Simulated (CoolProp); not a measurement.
Vapour-liquid equilibrium of propylene (1) + R152A (2) at 338.3 K; x and y are mole fractions of (1).

The numbers come from the multi-fluid Helmholtz-energy mixture model, Lemmon 2013 and Outcalt 1996; pair parameters Bell 2016 in CoolProp.

| x | bubble pressure, mixture model (MPa) | bubble pressure, Raoult's law (MPa) | y, mixture model | y, Raoult's law |
|---|---|---|---|---|
| 0.05 | 1.824 | 1.747 | 0.096 | 0.080 |
| 0.15 | 2.065 | 1.858 | 0.247 | 0.226 |
| 0.25 | 2.272 | 1.969 | 0.363 | 0.356 |
| 0.35 | 2.445 | 2.080 | 0.458 | 0.472 |
| 0.45 | 2.589 | 2.191 | 0.540 | 0.576 |
| 0.55 | 2.703 | 2.302 | 0.616 | 0.669 |
| 0.65 | 2.789 | 2.413 | 0.690 | 0.755 |
| 0.75 | 2.845 | 2.524 | 0.766 | 0.833 |
| 0.85 | 2.864 | 2.636 | 0.849 | 0.904 |
| 0.95 | 2.837 | 2.747 | 0.945 | 0.969 |

The largest gap from Raoult's law is +18.2 % in bubble pressure, at x = 0.45. y crosses x between x = 0.75 and 0.85: the model has an azeotrope there.

The pair parameters rest on a limited set of measurements; away from them the model extrapolates.
